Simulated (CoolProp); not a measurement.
Vapour-liquid equilibrium of n-hexane (1) + o-xylene (2) at 59.95 °C; x and y are mole fractions of (1).

Computed with CoolProp (multi-fluid Helmholtz-energy mixture model, Thol 2019 and Zhou 2012; pair parameters Bell 2016).

Give the bubble pressure and the first vapour's composition at x = 0.35, 0.75, 0.95. Is there an azeotrope?

x = 0.35: 0.03336 MPa, y = 0.888; x = 0.75: 0.05958 MPa, y = 0.972; x = 0.95: 0.07278 MPa, y = 0.995. No azeotrope shows between x = 0.05 and 0.95.

Pair parameters are fitted to limited data, so mixtures are less certain than the pure fluids.
